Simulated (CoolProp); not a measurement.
A simple Rankine cycle with cyclopropane: condensing at 305.15 K, boiler at 2.67 MPa, turbine inlet 358 K, turbine efficiency 0.85, pump efficiency 0.8, no recuperator. Each further row changes one setting.

The numbers come from the reference Helmholtz-energy equation of state, Polt 1992 in CoolProp. This equation is an older, rougher fit; its heat capacities, sound speeds and derivatives of the liquid may be far off and weren't checked against measurements.

```tsv
case	thermal efficiency (%)	net work (kJ/kg)	heat in (kJ/kg)	turbine exit temperature (K)	volume ratio over the turbine
as stated	10.3	[?]	423	305.1	3.11
turbine inlet 378 K	10.6	50.2	473	[?]	3.02
condensing temperature 297.15 K	[?]	51.9	442	297.2	3.81
boiler pressure 1.87 MPa	7.6	[?]	[?]	321.6	2.10
turbine efficiency 0.75	9.0	37.9	423	305.1	3.16
```

Task: Complete the blanks.

Result: 
- as stated, net work (kJ/kg): 43.5
- turbine inlet 378 K, turbine exit temperature (K): 323.3
- condensing temperature 297.15 K, thermal efficiency (%): 11.8
- boiler pressure 1.87 MPa, net work (kJ/kg): 34.5
- boiler pressure 1.87 MPa, heat in (kJ/kg): 454

The expansion ends wet for: as stated; condensing temperature 297.15 K; turbine efficiency 0.75.
